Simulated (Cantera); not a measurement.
**Silicon epitaxy and polysilicon growth: SiHCl₃ + Cl₂ + H₂**

Input: 1 mol SiHCl₃, 0.0061 mol Cl₂, 23 mol H₂, held at 1402 °C and 0.00730 bar.

Equilibrium computed with Cantera from the NASA thermochemical tables; the gas is ideal and each condensed phase is pure. Candidate condensed phases: Si; 19 gas species. The tables' values for SiCl₃, SiCl are old estimates; treat these amounts as uncertain. Gases not in the tables: Si₂H₆ and higher silanes. Rates play no part.

```json
{
 "x(H₂)": "0.901",
 "x(HCl)": "0.0749",
 "x(SiCl₂)": "0.0224",
 "x(H)": "0.00129",
 "x(SiCl₃)": "0.000138",
 "x(Cl)": "8.37e-5",
 "x(SiCl)": "7.69e-5",
 "x(Si)": "5.94e-5",
 "x(SiH₂)": "1.01e-5",
 "n(Si(s))": "0.431 mol",
 "gas_amount": "25.02 mol"
}
```
